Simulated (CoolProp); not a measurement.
Vapour-liquid equilibrium of dimethyl ether (1) + n-butane (2) at 0.784 bar; x and y are mole fractions of (1).

Computed with CoolProp (multi-fluid Helmholtz-energy mixture model, Wu 2011 and Bücker 2006; pair parameters Bell 2016).

| x | bubble temperature (K) | y at the bubble point | dew temperature at overall composition x (K) | liquid density (mol/L) |
|---|---|---|---|---|
| 0.05 | 262.3 | 0.182 | 265.1 | 10.70 |
| 0.125 | 257.9 | 0.366 | 263.5 | 11.05 |
| 0.2 | 254.6 | 0.489 | 261.9 | 11.39 |
| 0.275 | 252.2 | 0.576 | 260.1 | 11.74 |
| 0.35 | 250.2 | 0.641 | 258.3 | 12.10 |
| 0.425 | 248.7 | 0.693 | 256.4 | 12.47 |
| 0.5 | 247.5 | 0.736 | 254.3 | 12.86 |
| 0.575 | 246.4 | 0.774 | 252.2 | 13.27 |
| 0.65 | 245.5 | 0.810 | 250.0 | 13.70 |
| 0.725 | 244.8 | 0.844 | 247.8 | 14.16 |
| 0.8 | 244.1 | 0.880 | 245.8 | 14.65 |
| 0.875 | 243.5 | 0.920 | 244.2 | 15.17 |
| 0.95 | 242.9 | 0.965 | 243.1 | 15.73 |

No azeotrope shows between x = 0.05 and 0.95.

The pair parameters rest on a limited set of measurements; away from them the model extrapolates.
